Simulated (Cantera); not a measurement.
Feed: 1 mol SiH4, 39 mol N2O, 0.17 mol H2, equilibrated at 550 °C and 0.0413 Torr.

Equilibrium computed with Cantera from the NASA thermochemical tables; the gas is ideal and each condensed phase is pure. Candidate condensed phases: H2O, Si, SiO2, Si2N2O, Si3N4; 35 gas species. The numbers say what is thermodynamically allowed, not how fast it happens.

Base state: N2 0.666, O2 0.297, H2O 0.0370 (mole fractions); condensed: SiO2(α-quartz).

What changes in the equilibrium state with this change: N2O from 39 to 0.46 mol?


| species | before | after |
|---|---|---|
| H2 | <1e-9 | 1.00 |
| N2 | 0.666 | <1e-9 |
| O2 | 0.297 | <1e-9 |
| H2O | 0.0370 | <1e-9 |
| SiO2(α-quartz), mol | 1.00 | 0 |
| Si(s), mol | 0 | 0.0800 |
| Si2N2O(s), mol | 0 | 0.460 |

What changes in the equilibrium state with this change: H2 from 0.17 to 5.1 mol?


```json
[
 {"species": "N2", "before": "0.666", "after": "0.639"},
 {"species": "O2", "before": "0.297", "after": "0.245"},
 {"species": "H2O", "before": "0.0370", "after": "0.116"},
 {"species": "SiO2(α-quartz), mol", "before": "1.00", "after": "1.00"}
]
```
